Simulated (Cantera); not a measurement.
An isothermal, constant-pressure homogeneous reactor starts with N₂O : N₂ = 1 : 0.013 (molar parts), at 1425 K and 82.5 Torr.

Detailed kinetics in Cantera: GRI-Mech 3.0 (53 species, 325 reactions). GRI-Mech 3.0 was tuned for natural gas; its chemistry of N2O as a main component is partial and can be far from experiment. The temperature is held fixed by assumption; the heat of reaction is taken as removed at once.

Q: Predict: x(N₂O) at 30.0 s; x(O) at 30.0 s; x(O₂) at 30.0 s; x(NO) at 30.0 s; x(NO₂) at 30.0 s; x(N₂) at 30.0 s.

A: 
```json
{
  "x(N₂O) at 30.0 s": "4.82e-6 (gas-phase equilibrium 1.86e-8)",
  "x(O) at 30.0 s": "2.18e-6 (gas-phase equilibrium 2.42e-6)",
  "x(O₂) at 30.0 s": "0.265 (gas-phase equilibrium 0.330)",
  "x(NO) at 30.0 s": "0.130 (gas-phase equilibrium 0.000966)",
  "x(NO₂) at 30.0 s": "0.000329 (gas-phase equilibrium 2.73e-6)",
  "x(N₂) at 30.0 s": "0.604 (gas-phase equilibrium 0.669)"
}
```
